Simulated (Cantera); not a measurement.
A closed system holds: 1 mol Ta(OEt)5, 0.39 mol H2O, 0.16 mol CH4, equilibrated at 1875 °C and 2.70 bar.

Method: chemical equilibrium by Gibbs-energy minimisation in Cantera with the NASA 1993 tables (ideal gas, pure condensed phases). Candidate condensed phases: C, C6H6, C7H8, C8H18, H2O, Ta, TaC, Ta2O5; 113 gas species. The feed counts by its element totals alone. TaC: taken at fixed stoichiometry. Condensed phases not in the tables: Ta2C. Kinetics and transport are ignored.

Base state: H2 0.706, CO 0.290, H 0.00213, C2H2 (acetylene) 0.00135, CH4 0.000398, H2O 3.75e-5, CH3 2.32e-5 (mole fractions); condensed: C(graphite) + TaC(s).

Task: What changes in the equilibrium state with this change: Ta(OEt)5 replaced by Ta?

Result: 
```
species             before    after
----------------  --------  -------
H2                   0.706    0.988
CO                   0.290  0.00666
H2O                3.75e-5  0.00310
C2H2 (acetylene)   0.00135    <1e-9
CH3                2.32e-5  1.49e-8
CH4               0.000398  3.02e-7
C(graphite), mol      3.71        0
TaC(s), mol           1.00    0.155
Ta(s), mol               0    0.692
Ta2O5(l), mol            0   0.0766
```
Mutual solubility and eutectic melting of coexisting phases are not modelled. Condensed phases not in the tables: Ta2C, N, O or C dissolved in the metal.

Task: What changes in the equilibrium state with this change: pressure from 2.70 bar to 0.000190 bar?

Result: 
```json
[
 {"species": "H2", "before": "0.706", "after": "0.522"},
 {"species": "CO", "before": "0.290", "after": "0.258"},
 {"species": "H", "before": "0.00213", "after": "0.219"},
 {"species": "CH4", "before": "0.000398", "after": "1.53e-8"},
 {"species": "H2O", "before": "3.75e-5", "after": "1.74e-9"},
 {"species": "C(graphite), mol", "before": "3.71", "after": "3.73"},
 {"species": "TaC(s), mol", "before": "1.00", "after": "1.00"}
]
```

Task: What changes in the equilibrium state with this change: temperature from 1875 °C to 1950 °C?

Result: 
```tsv
species	before	after
H2	0.706	0.705
CO	0.290	0.289
H	0.00213	0.00328
C2H2 (acetylene)	0.00135	0.00205
H2O	3.75e-5	2.92e-5
CH3	2.32e-5	2.98e-5
CH4	0.000398	0.000336
C(graphite), mol	3.71	3.69
TaC(s), mol	1.00	1.00
```
